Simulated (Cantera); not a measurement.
## Stirred combustor or abatement burner

A perfectly stirred reactor is fed with C₃H₈ : O₂ : N₂ : H₂ = 1 : 12.2 : 45.9 : 0.15 (molar parts), at 101000 Pa; it is adiabatic with a 375 K inlet, and is followed from long to short residence time, starting on the burning branch (τ in s: 0.064, 0.033, 0.017, 0.0089, 0.0046, 0.0024, 0.0012, 0.00064, 0.00033, 0.00017, 9e-05, 4.7e-05).

Computed with Cantera and GRI-Mech 3.0 (53 species, 325 reactions). GRI-Mech 3.0 was tuned for natural gas; its chemistry of propane as a main component is partial and can be far from experiment.

```csv
τ (s),T (K),x C₃H₈,x O₂,x H₂O,x CH₄,x C₂H₆,x CO,x N₂O
0.064,1391,6.21e-6,0.119,0.0686,6.16e-7,4.04e-9,0.000773,1.09e-6
0.033,1386,9.46e-6,0.119,0.0685,9.01e-7,7.40e-9,0.00123,9.83e-7
0.017,1378,1.46e-5,0.119,0.0683,1.45e-6,1.43e-8,0.00198,8.47e-7
0.0089,1366,2.28e-5,0.120,0.0681,2.62e-6,3.00e-8,0.00318,6.97e-7
0.0046,1345,3.83e-5,0.121,0.0677,5.70e-6,7.80e-8,0.00528,5.27e-7
0.0024,1301,8.05e-5,0.124,0.0668,1.86e-5,3.55e-7,0.00962,3.12e-7
0.0012,375,0.0169,0.206,<1e-12,<1e-12,<1e-12,<1e-12,<1e-12
0.00064,375,0.0169,0.206,<1e-12,<1e-12,<1e-12,<1e-12,<1e-12
0.00033,375,0.0169,0.206,<1e-12,<1e-12,<1e-12,<1e-12,<1e-12
0.00017,375,0.0169,0.206,<1e-12,<1e-12,<1e-12,<1e-12,<1e-12
9.0e-5,375,0.0169,0.206,<1e-12,<1e-12,<1e-12,<1e-12,<1e-12
4.7e-5,375,0.0169,0.206,<1e-12,<1e-12,<1e-12,<1e-12,<1e-12
```
x: mole fraction; the columns are a selection and need not sum to one.
